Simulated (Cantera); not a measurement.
# Stirred combustor or abatement burner

A perfectly stirred reactor is fed with 13.5 % CH₃OH, 23.0 % O₂, 63.5 % N₂, equivalence ratio 0.88, at 0.370 bar; it is adiabatic with a 650 K inlet, and is followed from long to short residence time, starting on the burning branch (τ in s: 0.027, 0.015, 0.0083, 0.0046, 0.0025, 0.0014, 0.00076, 0.00042, 0.00023, 0.00013, 6.9e-05, 3.8e-05, 2.1e-05).

Model: GRI-Mech 3.0 (53 species, 325 reactions), integrated in Cantera. GRI-Mech 3.0 was tuned for natural gas; its chemistry of methanol as a main component is partial and can be far from experiment.

```
τ (s)    T (K)   x CH₃OH    x O₂      x H      x NO     x HO₂   x H₂O
-------  -----  --------  ------  -------  --------  --------  ------
0.027     2389   2.13e-6  0.0361  0.00363   0.00257   3.51e-6   0.227
0.015     2363   3.55e-6  0.0376  0.00429   0.00160   3.56e-6   0.225
0.0083    2325   5.81e-6  0.0394  0.00536  0.000884   3.75e-6   0.222
0.0046    2275   9.39e-6  0.0413  0.00688  0.000453   4.24e-6   0.219
0.0025    2219   1.55e-5  0.0434  0.00883  0.000220   5.27e-6   0.214
0.0014    2167   2.55e-5  0.0453   0.0108  0.000113   6.96e-6   0.211
0.00076   2118   4.44e-5  0.0473   0.0127   6.05e-5   9.94e-6   0.207
0.00042   2076   7.87e-5  0.0494   0.0140   3.56e-5   1.51e-5   0.205
0.00023   2039  0.000148  0.0524   0.0145   2.21e-5   2.55e-5   0.204
0.00013   2000  0.000290  0.0569   0.0138   1.42e-5   4.87e-5   0.203
6.9e-5    1930  0.000782  0.0677   0.0106   6.85e-6  0.000146   0.202
3.8e-5     650     0.135   0.230   <1e-12    <1e-12    <1e-12  <1e-12
2.1e-5     650     0.135   0.230   <1e-12    <1e-12    <1e-12  <1e-12
```
x: mole fraction; the columns are a selection and need not sum to one.
